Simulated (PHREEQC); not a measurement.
Make-up at 20 °C: 0.049 mol/kgw H2S and 0.0025 mol/kgw NaCl. Closed to the air; pH follows from the charge balance.

Computed with PHREEQC (ion-association model, phreeqc.dat).

| quantity | before | after |
|---|---|---|
| pH | 4.16 | 8.21 |
| ionic strength (mol/kgw) | 0.00257 | 0.0491 |
| HS- (mol/kgw) | 7.30e-5 | 0.0466 |
| SI of Halite (NaCl) | -6.82 | -6.94 |

Task: What was changed between the two runs?
A. diluted 2-fold with water
B. 0.00058 mol/kgw HF added
C. H2S replaced by NH4HS at the same molality
D. 0.021 mol/kgw H3PO4 added
E. NaCl from 0.0025 to 0.00225 mol/kgw

Result: C, H2S replaced by NH4HS at the same molality

This is a speciation only: nothing precipitates in the calculation.
